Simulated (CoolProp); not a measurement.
Vapour-liquid equilibrium of CH2F2 (R32) (1) + propylene (2) at 1.19 MPa; x and y are mole fractions of (1).

Model: multi-fluid Helmholtz-energy mixture model, Tillner-Roth 1997 and Lemmon 2013; pair parameters Bell 2016, in CoolProp.

**Question.** Give the bubble temperature and the first vapour's composition at x = 0.05, 0.425, 0.5. Is there an azeotrope?

**Answer.** x = 0.05: 21.4 °C, y = 0.133; x = 0.425: 7.6 °C, y = 0.542; x = 0.5: 6.9 °C, y = 0.580. y crosses x between x = 0.65 and 0.725: the model has an azeotrope there.

Pair parameters are fitted to limited data, so mixtures are less certain than the pure fluids.
